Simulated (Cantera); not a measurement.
An isothermal, constant-pressure homogeneous reactor starts with 4.49 % H2, 95.5 % O2, equivalence ratio 0.024, at 1048 K and 0.0267 bar.

Detailed kinetics in Cantera: the H2/O2 subset of GRI-Mech 3.0, which has no nitrogen chemistry. Radical loss at walls, strong at low pressure, is not modelled. The temperature is held fixed by assumption; the heat of reaction is taken as removed at once.

One state of this run: x H2 = 0.000296; x O2 = 0.947; x OH = 0.000976; x O = 0.00670; x H = 0.00116; x H2O2 = 1.84e-7; x HO2 = 7.96e-6. x: mole fraction; the columns are a selection and need not sum to one.

**Question.** Which value of t (s) does it belong to?
A. 0.00401
B. 13.2
C. 0.000193
D. 0.0110

**Answer.** D, 0.0110
